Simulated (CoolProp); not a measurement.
Vapour-liquid equilibrium of R22 (1) + dimethyl ether (2) at 251 kPa; x and y are mole fractions of (1).

Computed with CoolProp (multi-fluid Helmholtz-energy mixture model, Kamei 1995 and Wu 2011; pair parameters Bell 2016).

### Question
Give the bubble temperature and the first vapour's composition at x = 0.45, 0.85, 0.95. Is there an azeotrope?

### Answer
x = 0.45: -2.1 °C, y = 0.537; x = 0.85: -14.7 °C, y = 0.962; x = 0.95: -18.0 °C, y = 0.992. y crosses x between x = 0.15 and 0.25: the model has an azeotrope there.

Pair parameters are fitted to limited data, so mixtures are less certain than the pure fluids.
